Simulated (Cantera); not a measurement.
An adiabatic, constant-volume homogeneous reactor starts with 17.8 % CO, 1.48 % H2, 17.0 % O2, 63.7 % N2, at 1048 K and 8.59 atm.

Detailed kinetics in Cantera: GRI-Mech 3.0 (53 species, 325 reactions). The hydrogen kinetics of GRI-Mech 3.0 are dated; newer H2 mechanisms differ, most at raised pressure.

Q: Predict: time of steepest temperature rise; temperature at 0.500 s; equilibrium temperature; x(CO) at 0.500 s; x(H2) at 0.500 s; x(O2) at 0.500 s; x(H2O) at 0.500 s; x(H2O2) at 0.500 s.

A: 
- time of steepest temperature rise: 1.60 ms
- temperature at 0.500 s: 2680 K
- equilibrium temperature: 2680 K
- x(CO) at 0.500 s: 0.0133 (gas-phase equilibrium 0.0133)
- x(H2) at 0.500 s: 0.000156 (gas-phase equilibrium 0.000156)
- x(O2) at 0.500 s: 0.0761 (gas-phase equilibrium 0.0761)
- x(H2O) at 0.500 s: 0.0143 (gas-phase equilibrium 0.0143)
- x(H2O2) at 0.500 s: 1.80e-7 (gas-phase equilibrium 1.80e-7)
